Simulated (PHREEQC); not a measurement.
**Brine**

Solution (25 °C): 0.24 mol/kgw Na2SO4 and 2.6 mol/kgw MnCl2. Closed to the air; pH follows from the charge balance.

The numbers come from PHREEQC with the ion-association model with all activity coefficients set to 1, phreeqc.dat.

Precipitation was switched off in this run.

Task: Estimate the pH, ionic strength, activity of water.

Result: pH 5.80; ionic strength 2.11 mol/kgw; activity of water 0.921.

Task: In which forms is Na present?

Result: Na+ 97 %, NaSO4- 3.4 % of the Na.

The ionic strength is past about 0.7 mol/kgw, beyond the range of this activity model, so the values are rough.
